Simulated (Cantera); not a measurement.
Ignition delay

Mixture: CH4 : O2 : N2 = 1 : 2.7 : 10.2 (molar parts), equivalence ratio 0.74, at 1.80 bar, adiabatic and at constant volume. Ignition delay is the time to a rise of 400 K.

Model: GRI-Mech 3.0 (53 species, 325 reactions), integrated in Cantera.

```csv
T0 (K),delay (ms)
1300,5.99
1350,3.25
1400,1.82
1450,1.06
1500,0.637
1550,0.397
```

```json
{
  "apparent activation energy between 1450 and 1550 K": "180 kJ/mol"
}
```
